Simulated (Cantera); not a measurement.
An isothermal, constant-pressure homogeneous reactor starts with H₂ : O₂ : N₂ = 0.96 : 1 : 9.1 (molar parts), equivalence ratio 0.48, at 925 K and 0.133 bar. Integrator tolerance rtol = 1e-08.

Cantera simulation using the H2/O2 subset of GRI-Mech 3.0, which has no nitrogen chemistry; the numbers are that mechanism's predictions, not measurements. Radical loss at walls, strong at low pressure, is not modelled. Below about 950 K walls govern HO2 and H2O2 in real vessels. The temperature is held fixed by assumption; the heat of reaction is taken as removed at once.

Problem. What does this change do: temperature 925 to 800 K?

Solution. 
```
quantity                                              before                                     after
-----------------  -----------------------------------------  ----------------------------------------
x(H₂) at 40.0 s    2.05e-10 (gas-phase equilibrium 8.82e-12)     0.0258 (gas-phase equilibrium <1e-12)
x(O₂) at 40.0 s        0.0491 (gas-phase equilibrium 0.0491)     0.0613 (gas-phase equilibrium 0.0491)
x(H₂O₂) at 40.0 s  2.34e-10 (gas-phase equilibrium 7.33e-12)   0.000156 (gas-phase equilibrium <1e-12)
x(H₂O) at 40.0 s       0.0907 (gas-phase equilibrium 0.0907)     0.0636 (gas-phase equilibrium 0.0907)
x(HO₂) at 40.0 s   1.08e-10 (gas-phase equilibrium 4.93e-11)  4.70e-6 (gas-phase equilibrium 3.31e-12)
x(H) at 40.0 s         <1e-12 (gas-phase equilibrium <1e-12)    2.69e-8 (gas-phase equilibrium <1e-12)
```
